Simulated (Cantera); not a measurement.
Charge: 1 mol HgO, a varied amount of H2, held at 402 °C and 15.8 Torr.

These are equilibrium values from Cantera (NASA tables, ideal gas, pure condensed phases), not measurements of a reactor. Candidate condensed phases: H2O, Hg, HgO; 10 gas species. Rates play no part.

### Question
At 0.14 mol H2, list the 3 most abundant gas species with their mole fractions, and the condensed phases.

### Answer
Hg 0.637, O2 0.274, H2O 0.0892. Condensed: gas only.
